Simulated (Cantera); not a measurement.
Feed: 1 mol CuO, 2600 mol H2, held at 0.133 bar.

These are equilibrium values from Cantera (NASA tables, ideal gas, pure condensed phases), not measurements of a reactor. Candidate condensed phases: Cu, CuO, Cu(OH)2, Cu2O, H2O; 12 gas species. Kinetics and transport are ignored.

x: gas mole fraction; n: condensed amount in mol.

```json
[
 {"T (K)": "850", "x H2": "1.000", "x H": "5.61e-11", "x H2O": "0.000385", "x Cu": "<1e-12", "x Cu2": "<1e-12", "x OH": "<1e-12", "n Cu(s)": "1.00", "n Cu(l)": "0"},
 {"T (K)": "925", "x H2": "1.000", "x H": "7.13e-10", "x H2O": "0.000385", "x Cu": "4.52e-12", "x Cu2": "<1e-12", "x OH": "<1e-12", "n Cu(s)": "1.00", "n Cu(l)": "0"},
 {"T (K)": "1000", "x H2": "1.000", "x H": "(withheld)", "x H2O": "0.000385", "x Cu": "(withheld)", "x Cu2": "<1e-12", "x OH": "<1e-12", "n Cu(s)": "1.00", "n Cu(l)": "0"},
 {"T (K)": "1075", "x H2": "1.000", "x H": "4.02e-8", "x H2O": "0.000385", "x Cu": "1.92e-9", "x Cu2": "<1e-12", "x OH": "<1e-12", "n Cu(s)": "1.000", "n Cu(l)": "0"},
 {"T (K)": "1150", "x H2": "1.000", "x H": "(withheld)", "x H2O": "0.000385", "x Cu": "(withheld)", "x Cu2": "<1e-12", "x OH": "<1e-12", "n Cu(s)": "1.000", "n Cu(l)": "0"},
 {"T (K)": "1225", "x H2": "1.000", "x H": "8.53e-7", "x H2O": "0.000385", "x Cu": "1.81e-7", "x Cu2": "6.84e-12", "x OH": "2.99e-12", "n Cu(s)": "1.000", "n Cu(l)": "0"},
 {"T (K)": "1300", "x H2": "1.000", "x H": "3.03e-6", "x H2O": "0.000385", "x Cu": "1.18e-6", "x Cu2": "9.72e-11", "x OH": "1.52e-11", "n Cu(s)": "0.997", "n Cu(l)": "0"},
 {"T (K)": "1375", "x H2": "1.000", "x H": "9.38e-6", "x H2O": "0.000385", "x Cu": "6.17e-6", "x Cu2": "9.95e-10", "x OH": "6.50e-11", "n Cu(s)": "0", "n Cu(l)": "0.984"},
 {"T (K)": "1450", "x H2": "1.000", "x H": "2.59e-5", "x H2O": "0.000385", "x Cu": "2.58e-5", "x Cu2": "7.23e-9", "x OH": "2.39e-10", "n Cu(s)": "0", "n Cu(l)": "0.933"},
 {"T (K)": "1525", "x H2": "0.999", "x H": "6.48e-5", "x H2O": "0.000385", "x Cu": "9.33e-5", "x Cu2": "4.29e-8", "x OH": "7.73e-10", "n Cu(s)": "0", "n Cu(l)": "0.757"},
 {"T (K)": "1600", "x H2": "0.999", "x H": "0.000149", "x H2O": "0.000384", "x Cu": "0.000298", "x Cu2": "2.13e-7", "x OH": "2.24e-9", "n Cu(s)": "0", "n Cu(l)": "0.223"},
 {"T (K)": "1675", "x H2": "0.999", "x H": "0.000318", "x H2O": "0.000384", "x Cu": "0.000384", "x Cu2": "1.84e-7", "x OH": "5.92e-9", "n Cu(s)": "0", "n Cu(l)": "0"},
 {"T (K)": "1750", "x H2": "0.999", "x H": "0.000637", "x H2O": "0.000384", "x Cu": "0.000384", "x Cu2": "1.01e-7", "x OH": "1.44e-8", "n Cu(s)": "0", "n Cu(l)": "0"}
]
```

Problem. What belongs in the gaps?

Solution. 
- 1000, x H: 6.21e-9
- 1000, x Cu: 1.17e-10
- 1150, x H: 2.04e-7
- 1150, x Cu: 2.17e-8
